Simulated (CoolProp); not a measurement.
Values from CoolProp's reference Helmholtz-energy equation of state, Gao 2016.

Give the vapour pressure (MPa), vapour density (kg/m³), enthalpy of vaporisation (kJ/kg), liquid cp (kJ/(kg K)) of saturated sulfur dioxide at 39.45, 51.05 °C.


```
T (°C)  p (MPa)  vapour density (kg/m³)  enthalpy of vaporisation (kJ/kg)  liquid cp (kJ/(kg K))
------  -------  ----------------------  --------------------------------  ---------------------
39.45     0.620                    16.9                               341                   1.42
51.05     0.866                    23.3                               328                   1.44
```
